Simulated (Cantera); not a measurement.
An adiabatic, constant-pressure homogeneous reactor starts with 6.97 % CH4, 1.19 % H2, 19.3 % O2, 72.5 % N2, at 950 K and 7500 Torr.

Computed with Cantera and GRI-Mech 3.0 (53 species, 325 reactions). Below about 1000 K GRI-Mech 3.0 lacks low-temperature oxidation paths.

Task: Predict: time of steepest temperature rise; temperature at 0.500 s; equilibrium temperature; x(H2) at 0.500 s; x(O2) at 0.500 s; x(CO2) at 0.500 s; x(HO2) at 0.500 s.

Result: 
```
Property                                                              Result
---------------------------------  -----------------------------------------
time of steepest temperature rise                                    56.1 ms
temperature at 0.500 s                                                2405 K
equilibrium temperature                                               2405 K
x(H2) at 0.500 s                   0.000833 (gas-phase equilibrium 0.000833)
x(O2) at 0.500 s                       0.0437 (gas-phase equilibrium 0.0437)
x(CO2) at 0.500 s                      0.0677 (gas-phase equilibrium 0.0677)
x(HO2) at 0.500 s                    7.38e-6 (gas-phase equilibrium 7.38e-6)
```
